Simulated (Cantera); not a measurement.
An adiabatic, constant-volume homogeneous reactor starts with CH4 : H2 : O2 : N2 = 1 : 0.16 : 0.867 : 3.26 (molar parts), equivalence ratio 2.4, at 1100 K and 5.92 atm.

Detailed kinetics in Cantera: GRI-Mech 3.0 (53 species, 325 reactions).

Problem. Predict: time of steepest temperature rise; temperature at 0.100 s; equilibrium temperature; x(CH4) at 0.100 s; x(H2) at 0.100 s; x(O2) at 0.100 s; x(H) at 0.100 s.

Solution. time of steepest temperature rise: 5.65 ms
temperature at 0.100 s: 2298 K
equilibrium temperature: 2298 K
x(CH4) at 0.100 s: 3.25e-8 (gas-phase equilibrium 3.65e-8)
x(H2) at 0.100 s: 0.233 (gas-phase equilibrium 0.233)
x(O2) at 0.100 s: 5.46e-8 (gas-phase equilibrium 5.46e-8)
x(H) at 0.100 s: 0.00119 (gas-phase equilibrium 0.00119)
